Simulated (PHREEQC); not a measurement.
Make-up at 25 °C: 0.073 mol/kgw Cu(NO3)2 and 0.00081 mol/kgw HBF4. Closed to the air; pH follows from the charge balance.

All values are PHREEQC results (ion-association model, phreeqc.dat), not measurements.

The ionic strength comes out as 0.220 mol/kgw. What activity coefficients do BF4-, HF2-, F-, H+, NO3- get?

BF4- 0.74, HF2- 0.74, F- 0.70, H+ 0.79, NO3- 0.69.

No solid was allowed to form. Real BF4- forms and hydrolyses slowly; the run takes it at equilibrium.
